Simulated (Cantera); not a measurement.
An isothermal, constant-pressure homogeneous reactor starts with 72.5 % N2O, 27.5 % N2, at 1250 K and 1.00 bar.

Detailed kinetics in Cantera: GRI-Mech 3.0 (53 species, 325 reactions). GRI-Mech 3.0 was tuned for natural gas; its chemistry of N2O as a main component is partial and can be far from experiment. The mechanism lacks the step 2 NO + O2 → 2 NO2, which can matter for NO2 below about 1400 K. The temperature is held fixed by assumption; the heat of reaction is taken as removed at once.

**Question.** Predict: x(N2O) at 6.00 s; x(NO) at 6.00 s; x(O2) at 6.00 s; x(NO2) at 6.00 s; x(N2) at 6.00 s; x(O) at 6.00 s.

**Answer.** 
```json
{
 "x(N2O) at 6.00 s": "0.00258 (gas-phase equilibrium 2.02e-8)",
 "x(NO) at 6.00 s": "0.0485 (gas-phase equilibrium 0.000308)",
 "x(O2) at 6.00 s": "0.240 (gas-phase equilibrium 0.266)",
 "x(NO2) at 6.00 s": "0.000603 (gas-phase equilibrium 4.63e-6)",
 "x(N2) at 6.00 s": "0.708 (gas-phase equilibrium 0.734)",
 "x(O) at 6.00 s": "7.53e-8 (gas-phase equilibrium 3.59e-8)"
}
```
